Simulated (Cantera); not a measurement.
Input (Python, Cantera) and output of one run.

```python
import numpy as np
import cantera as ct

gas_names = """
    CL CL2 N N2 Si SiCL SiCL2 SiCL3 SiCL4 SiN Si2 Si2N Si3
""".split()
cond_names = """
    Si(cr) Si(L) Si3N4(a)
""".split()


# ... load() reads the species with a 1 bar reference pressure and builds the phases ...
atoms = {
    'SiCl4': {'Si': 1, 'CL': 4},
    'N2': {'N': 2},
}
top_T = {'Si3N4(a)': 2400}  # K; cautious upper limits of use, not melting points


# ... equilibrate(T, P, feed) seeds the gas with the atoms and calls Mixture.equilibrate('TP', solver="vcs", rtol=1e-11, max_steps=5000) ...
results = []
feed = {'SiCl4': 1, 'N2': 45}  # mol
T = 1623  # K
P = 10000  # Pa
mix = equilibrate(T, P, feed)
results.append((T, P, feed, dict(zip(mix.species_names, mix.species_moles))))
print(gas.report(threshold=0.0001))
for i in range(1, mix.n_phases):
    print(f"{mix.phase(i).name:16s} {mix.phase_moles(i):12.5e} mol")
```

It prints:

```
       temperature   1623 K
          pressure   10000 Pa
           density   0.022992 kg/m^3
  mean mol. weight   31.026 kg/kmol
   phase of matter   gas

                          1 kg             1 kmol
                     ---------------   ---------------
          enthalpy        1.0041e+06        3.1154e+07  J
   internal energy         5.692e+05         1.766e+07  J
           entropy            8709.6        2.7023e+05  J/K
    Gibbs function       -1.3132e+07       -4.0742e+08  J
 heat capacity c_p            1180.1             36614  J/K
 heat capacity c_v            912.11             28299  J/K

                      mass frac. Y      mole frac. X     chem. pot. / RT
                     ---------------   ---------------   ---------------
                CL         0.0026032         0.0022783           -21.635
                N2           0.88124             0.976           -28.585
             SiCL2         0.0010641        0.00033354           -62.476
             SiCL3         0.0072663          0.001677           -84.111
             SiCL4           0.10775          0.019678           -105.75
     [   +8 minor]        7.5078e-05        3.2855e-05

Si(cr)            0.00000e+00 mol
Si3N4(a)          0.00000e+00 mol
```

Method: chemical equilibrium by Gibbs-energy minimisation in Cantera with the NASA 1993 tables (ideal gas, pure condensed phases). The tables' values for SiCl3 are old estimates; treat these amounts as uncertain.
